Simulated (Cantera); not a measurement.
An adiabatic, constant-volume homogeneous reactor starts with H2 : O2 : N2 = 1 : 0.455 : 1.71 (molar parts), equivalence ratio 1.1, at 1275 K and 1880 Torr. Integrator tolerance rtol = 1e-08.

Detailed kinetics in Cantera: the H2/O2 subset of GRI-Mech 3.0, which has no nitrogen chemistry. The hydrogen kinetics of GRI-Mech 3.0 are dated; newer H2 mechanisms differ, most at raised pressure. Above 3000 K some thermodynamic fits are extrapolated.

How do the results move with these cheaper or finer settings: full GRI-Mech 3.0 in place of its H2/O2 subset; rtol 1e-08 to 0.0001?


| setting | time of steepest temperature rise | temperature at 2.00 s | equilibrium temperature | x(H2) at 2.00 s | integrator steps |
|---|---|---|---|---|---|
| as above | 13.1 µs | 3075 K | 3075 K | 0.0638 | 1128 |
| full GRI-Mech 3.0 in place of its H2/O2 subset | 13.1 µs | 3056 K | 3056 K | 0.0668 | 1175 |
| rtol 1e-08 to 0.0001 | 13.1 µs | 3075 K | 3075 K | 0.0639 | 294 |
